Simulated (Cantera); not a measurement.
Charge: 1 mol CH2F2, 0.062 mol H2, equilibrated at 0.000270 bar.

Equilibrium computed with Cantera from the NASA thermochemical tables; the gas is ideal and each condensed phase is pure. Candidate condensed phases: C, C6H6, C7H8, C8H18; 110 gas species. Ions and electrons are included (thermal ionisation). Equilibrium is a limit: real reactors are often held back by kinetics, nucleation or transport.

Q: Which condensed phases are stable at each of these points (T (K)): 2000, 2500, 3000, 3500, 4000, 4500, 5000?

A: 
```
T (K)  condensed phases  C condensed (%)
-----  ----------------  ---------------
2000        C(graphite)            100.0
2500        C(graphite)             98.2
3000           gas only              0.0
3500           gas only              0.0
4000           gas only              0.0
4500           gas only              0.0
5000           gas only              0.0
```

From 2000 K to 2500 K the condensed part is C(graphite). From 3000 K to 5000 K nothing is condensed.
